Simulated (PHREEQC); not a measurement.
A PHREEQC input (ion-association model, wateq4f.dat):

```
SOLUTION 1
  temp 25
  units mg/L
  pH 6.89
  pe 11.5
  Na 4.39
  K 2.21
  Ca 4.3
  Mg 0.16
  Cl 7.64
  S(6) 0.788 as SO4
  Alkalinity 14.7 as HCO3
  Li 0.00874
END
USE solution 3
EQUILIBRIUM_PHASES 1
  Quartz 0 0.5
  CO2(g) -2 10
END
```

It stops with these messages:

```
ERROR: Solution 3 not found.
```

The fault: USE names a solution that was never defined. The line should read `USE solution 1` where the input has `USE solution 3`. With the mend the run ends at pH 6.19 and ionic strength 0.000596 mol/kgw.
